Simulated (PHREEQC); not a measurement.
Solution (25 °C): 170 mmol/kgw HF, 48 mmol/kgw H2SiF6, 4.7 mmol/kgw H3PO4 and 110 mmol/kgw HNO3. Closed to the air; pH follows from the charge balance.

The numbers come from PHREEQC with the ion-association model, phreeqc.dat.

Each row changes one thing in this solution. Precipitation was switched off in this run.

| case | pH | ionic strength (mol/kgw) | HF (mol/kgw) | H3PO4 (mol/kgw) | F- (mol/kgw) | HF2- (mol/kgw) |
|---|---|---|---|---|---|---|
| as made | 0.79 | 0.256 | 0.168 | 0.00443 | 0.00105 | 0.000669 |
| H2SiF6 from 0.048 to 0.072 mol/kgw | 0.70 | 0.328 | 0.168 | 0.00447 | 0.000909 | 0.000575 |
| diluted 100-fold with water | 2.64 | 0.00273 | 0.00200 | 1.13e-5 | 0.000620 | … |
| HF from 0.17 to 0.085 mol/kgw | 0.79 | 0.255 | 0.0841 | 0.00443 | 0.000531 | 0.000169 |
| H3PO4 replaced by Na2HPO4 at the same molality | 0.81 | 0.256 | 0.168 | 0.00442 | 0.00110 | 0.000699 |
| temperature from 25 to 55 °C | 0.79 | 0.255 | 0.169 | 0.00450 | … | 0.000450 |
| temperature from 25 to 20 °C | 0.78 | 0.256 | 0.168 | 0.00442 | 0.00114 | 0.000697 |
| H2SiF6 left out | 1.03 | 0.113 | 0.166 | 0.00429 | 0.00163 | 0.00104 |

**Question.** Complete the blanks.

**Answer.** 
- diluted 100-fold with water, HF2- (mol/kgw): 4.77e-6
- temperature from 25 to 55 °C, F- (mol/kgw): 0.000619

Some of these states are supersaturated (in Quartz (slow to form), for instance). Away from 25 °C the constants follow the database's enthalpies or fits; those with neither stay at their 25 °C values. SiF6-2 is the database's only silicon fluoride.
